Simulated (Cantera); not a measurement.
An isothermal, constant-pressure homogeneous reactor starts with CH4 : N2 = 1 : 17 (molar parts), at 1825 K and 12.8 Torr. Integrator tolerance rtol = 1e-08.

Detailed kinetics in Cantera: GRI-Mech 3.0 (53 species, 325 reactions). GRI-Mech 3.0 stops at C3 and has no aromatics, soot or wall deposition, so with more carbon than oxygen in the feed, carbon stays in small species such as C2H2 where larger ones or solid carbon would form. Radical loss at walls, strong at low pressure, is not modelled.

### Question
What does this change do: temperature 1825 to 1775 K?

### Answer
| quantity | before | after |
|---|---|---|
| x(CH4) at 10.0 s | 3.19e-6 (gas-phase equilibrium 1.30e-6) | 1.89e-5 (gas-phase equilibrium 1.92e-6) |
| x(C2H6) at 10.0 s | 1.19e-12 (gas-phase equilibrium <1e-12) | 2.70e-11 (gas-phase equilibrium <1e-12) |
| x(H2) at 10.0 s | 0.0784 (gas-phase equilibrium 0.0784) | 0.0786 (gas-phase equilibrium 0.0786) |
| x(C2H2) at 10.0 s | 0.0263 (gas-phase equilibrium 0.00521) | 0.0263 (gas-phase equilibrium 0.00543) |
| x(HCN) at 10.0 s | 9.21e-5 (gas-phase equilibrium 0.0422) | 5.75e-5 (gas-phase equilibrium 0.0417) |
| x(C2H4) at 10.0 s | 6.86e-7 (gas-phase equilibrium 1.36e-7) | 9.74e-7 (gas-phase equilibrium 2.01e-7) |

### Question
What does this change do: CH4 1 to 1.6 parts?

### Answer
```csv
quantity,before,after
x(CH4) at 10.0 s,3.19e-6 (gas-phase equilibrium 1.30e-6),8.57e-6 (gas-phase equilibrium 3.41e-6)
x(C2H6) at 10.0 s,1.19e-12 (gas-phase equilibrium <1e-12),5.28e-12 (gas-phase equilibrium <1e-12)
x(H2) at 10.0 s,0.0784 (gas-phase equilibrium 0.0784),0.118 (gas-phase equilibrium 0.118)
x(C2H2) at 10.0 s,0.0263 (gas-phase equilibrium 0.00521),0.0395 (gas-phase equilibrium 0.0106)
x(HCN) at 10.0 s,9.21e-5 (gas-phase equilibrium 0.0422),8.60e-5 (gas-phase equilibrium 0.0580)
x(C2H4) at 10.0 s,6.86e-7 (gas-phase equilibrium 1.36e-7),1.55e-6 (gas-phase equilibrium 4.17e-7)
```
